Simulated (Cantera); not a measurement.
Feed: 1 mol Al₂O₃, 0.78 mol SiCl₄, 0.51 mol O₂, 0.52 mol Cl₂, held at 1550 K and 13.3 mbar.

These are equilibrium values from Cantera (NASA tables, ideal gas, pure condensed phases), not measurements of a reactor. Candidate condensed phases: Al, AlCl₃, Al₂O₃, Al₂SiO₅, Al₆Si₂O₁₃, Si, SiO₂; 26 gas species. Mutual solubility and eutectic melting of coexisting phases are not modelled. The tables hold silica as quartz up to 1696 K and as liquid above; real silica turns to tridymite and cristobalite and melts near 1996 K. Condensed phases not in the tables: alloys, solid solutions and most ternary compounds. The numbers say what is thermodynamically allowed, not how fast it happens.

Base state: Cl 0.446, Cl₂ 0.406, AlCl₃ 0.147, SiCl₄ 0.000527, O₂ 0.000418, ClO 2.43e-5 (mole fractions); condensed: Al₆Si₂O₁₃(mullite) + SiO₂(β-quartz).

What changes in the equilibrium state with this change: Al₂O₃ replaced by TiO₂?


| species | before | after |
|---|---|---|
| Cl | 0.446 | 0.457 |
| Cl₂ | 0.406 | 0.425 |
| TiCl₄ | 0 | 0.116 |
| AlCl₃ | 0.147 | 0 |
| SiCl₄ | 0.000527 | 0.000159 |
| TiCl₃ | 0 | 0.000213 |
| TiOCl₂ | 0 | 8.95e-5 |
| O₂ | 0.000418 | 0.00152 |
| ClO | 2.43e-5 | 4.76e-5 |
| Al₆Si₂O₁₃(mullite), mol | 0.273 | 0 |
| SiO₂(β-quartz), mol | 0.232 | 0.780 |
| TiO₂(rutile), mol | 0 | 0.727 |
Further candidate phases: Ti, TiCl₂, TiCl₃, TiCl₄, TiO, TiO₂, Ti₂O₃, Ti₃O₅, Ti₄O₇.

What changes in the equilibrium state with this change: pressure from 13.3 mbar to 1.33 mbar?


```csv
species,before,after
Cl,0.446,0.764
Cl₂,0.406,0.119
AlCl₃,0.147,0.117
SiCl₄,0.000527,0.000180
AlCl₂,2.26e-6,1.05e-5
O₂,0.000418,0.000105
ClO,2.43e-5,6.60e-6
"Al₆Si₂O₁₃(mullite), mol",0.273,0.273
"SiO₂(β-quartz), mol",0.232,0.233
```
The tables' values for AlCl₂ are old estimates; treat these amounts as uncertain.
